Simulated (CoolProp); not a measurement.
Vapour-liquid equilibrium of carbon dioxide (1) + neopentane (2) at 281.7 K; x and y are mole fractions of (1).

Values from CoolProp's multi-fluid Helmholtz-energy mixture model, Span 1996 and Lemmon 2006; pair parameters Bell 2016.

```json
[
 {"x": "0.05", "bubble pressure, mixture model (MPa)": "0.3507", "bubble pressure, Raoult's law (MPa)": "0.3101", "y, mixture model": "0.715", "y, Raoult's law": "0.700"},
 {"x": "0.2", "bubble pressure, mixture model (MPa)": "1.131", "bubble pressure, Raoult's law (MPa)": "0.9468", "y, mixture model": "0.908", "y, Raoult's law": "0.917"},
 {"x": "0.35", "bubble pressure, mixture model (MPa)": "1.813", "bubble pressure, Raoult's law (MPa)": "1.583", "y, mixture model": "0.941", "y, Raoult's law": "0.960"},
 {"x": "0.5", "bubble pressure, mixture model (MPa)": "2.346", "bubble pressure, Raoult's law (MPa)": "2.220", "y, mixture model": "0.954", "y, Raoult's law": "0.978"},
 {"x": "0.65", "bubble pressure, mixture model (MPa)": "2.802", "bubble pressure, Raoult's law (MPa)": "2.857", "y, mixture model": "0.964", "y, Raoult's law": "0.988"},
 {"x": "0.8", "bubble pressure, mixture model (MPa)": "3.315", "bubble pressure, Raoult's law (MPa)": "3.494", "y, mixture model": "0.975", "y, Raoult's law": "0.994"},
 {"x": "0.95", "bubble pressure, mixture model (MPa)": "4.034", "bubble pressure, Raoult's law (MPa)": "4.130", "y, mixture model": "0.992", "y, Raoult's law": "0.999"}
]
```

The largest gap from Raoult's law is +19.5 % in bubble pressure, at x = 0.2. No azeotrope shows between x = 0.05 and 0.95.

The pair parameters rest on a limited set of measurements; away from them the model extrapolates. The gap from Raoult's law changes sign with composition, which may be real or a fault of the pair parameters; it wasn't checked against measurements.
